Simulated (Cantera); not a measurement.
An isothermal, constant-pressure homogeneous reactor starts with NO : N2 = 1 : 6.9 (molar parts), at 2050 K and 100.0 Torr. Integrator tolerance rtol = 1e-08.

Cantera simulation using GRI-Mech 3.0 (53 species, 325 reactions); the numbers are that mechanism's predictions, not measurements.

```tsv
quantity	before	after
x(NO) at 2.00 s	0.0871 (gas-phase equilibrium 0.00513)	0.110 (gas-phase equilibrium 0.00603)
x(N2O) at 2.00 s	3.32e-6 (gas-phase equilibrium 1.14e-7)	5.04e-6 (gas-phase equilibrium 1.32e-7)
x(O) at 2.00 s	0.000395 (gas-phase equilibrium 0.000659)	0.000516 (gas-phase equilibrium 0.000785)
x(O2) at 2.00 s	0.0195 (gas-phase equilibrium 0.0604)	0.0342 (gas-phase equilibrium 0.0858)
x(NO2) at 2.00 s	1.57e-5 (gas-phase equilibrium 1.59e-6)	2.59e-5 (gas-phase equilibrium 2.23e-6)
x(N2) at 2.00 s	0.893 (gas-phase equilibrium 0.934)	0.856 (gas-phase equilibrium 0.907)
```

Which change was made?
A) NO 1 to 0.16 parts
B) pressure from 100.0 Torr to 218 Torr
C) NO 1 to 1.5 parts
D) pressure from 100.0 Torr to 750 Torr

C, NO 1 to 1.5 parts
